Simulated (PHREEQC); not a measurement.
Make-up at 25 °C: 0.14 mol KOH, 0.0032 mol H3BO3 and 0.029 mol K2CO3 per kg of water. Closed to the air; pH follows from the charge balance.

Equilibrium calculation in PHREEQC: ion-association model, wateq4f.dat.

```yaml
pH: 12.98
ionic_strength: 0.227 mol/kgw
activity_of_water: 0.994
total_alkalinity: 198 meq/kg
```

```json
[
 {"species": "K+", "molality": "0.198", "activity": "0.139", "log γ": "-0.154"},
 {"species": "OH-", "molality": "0.137", "activity": "0.0953", "log γ": "-0.157"},
 {"species": "CO3-2", "molality": "0.0290", "activity": "0.00861", "log γ": "-0.527"},
 {"species": "H2BO3-", "molality": "0.00320", "activity": "0.00214", "log γ": "-0.175"},
 {"species": "HCO3-", "molality": "2.60e-5", "activity": "1.92e-5", "log γ": "-0.132"},
 {"species": "H3BO3", "molality": "3.68e-7", "activity": "3.88e-7", "log γ": "0.023"}
]
```

No solid was allowed to form.
